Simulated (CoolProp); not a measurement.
R507A along the isotherm 205 K: fugacity coefficient from the reference equation and from simpler models built on Tc = 343.8 K, pc = 3705 kPa, ω = 0.286; each cubic takes its own stable root.

Model: reference Helmholtz-energy equation of state, Lemmon 2003, in CoolProp. It is a pseudo-pure fit of the blend.

| p (kPa) | phase | reference | van der Waals | Redlich-Kwong | Soave-Redlich-Kwong |
|---|---|---|---|---|---|
| 5.86 | gas | 0.9958 | 0.9985 | 0.9978 | 0.9975 |
| 9.46 | gas | 0.9933 | 0.9975 | 0.9964 | 0.9959 |
| 15.3 | gas | 0.9892 | 0.9960 | 0.9942 | 0.9934 |
| 64.5 | liquid | 0.4828 | 0.9830 | 0.9755 | 0.4780 |
| 104 | liquid | 0.3000 | 0.9726 | 0.6664 | 0.2970 |
| 168 | liquid | 0.1862 | 0.9557 | 0.4139 | 0.1844 |
| 272 | liquid | 0.1155 | 0.9283 | 0.2569 | 0.1145 |
| 439 | liquid | 0.07207 | 0.6558 | 0.1605 | 0.07150 |
| 710 | liquid | 0.04507 | 0.4136 | 0.1006 | 0.04479 |
| 1150 | liquid | 0.02834 | 0.2637 | 0.06348 | 0.02824 |
| 1850 | liquid | 0.01814 | 0.1725 | 0.04085 | 0.01815 |

At some of these states van der Waals, Redlich-Kwong gives the other phase, because its saturation line lies elsewhere.
